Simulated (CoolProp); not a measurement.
Computed with CoolProp (reference Helmholtz-energy equation of state, Lemmon 2006). It is a short technical equation, of lower accuracy than the large ones.

Question: For CH3F (R41), give the phase and the Z, cv (kJ/(kg K)), speed of sound (m/s), isothermal compressibility (1/MPa) at 151.85 °C and 79.3 bar.

Answer: 
- 151.85 °C and 79.3 bar: supercritical; Z 0.810, cv 1.21, speed of sound 324, isothermal compressibility 0.153
